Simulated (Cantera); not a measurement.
Input: 1 mol Mg(OH)2, 1.6 mol C, 1.7 mol CO2, held at 748.15 K.

These are equilibrium values from Cantera (NASA tables, ideal gas, pure condensed phases), not measurements of a reactor. Candidate condensed phases: C, C6H6, C7H8, C8H18, H2O, Mg, MgCO3, MgO, Mg(OH)2; 116 gas species. Equilibrium is a limit: real reactors are often held back by kinetics, nucleation or transport.

Which condensed phases are stable at each of these points (P (Pa)): 10, 100, 1000, 10000, 100000, 1000000?


| P (Pa) | condensed phases | Mg condensed (%) |
|---|---|---|
| 10 | MgO(s) | 100.0 |
| 100 | MgO(s) | 100.0 |
| 1000 | C(graphite) + MgO(s) | 100.0 |
| 10000 | C(graphite) + MgO(s) | 100.0 |
| 100000 | C(graphite) + MgO(s) | 100.0 |
| 1000000 | C(graphite) + MgO(s) | 100.0 |

From 10.0 Pa to 1.00 mbar the condensed part is MgO(s). From 10.0 mbar to 10.0 bar the condensed part is C(graphite) + MgO(s).
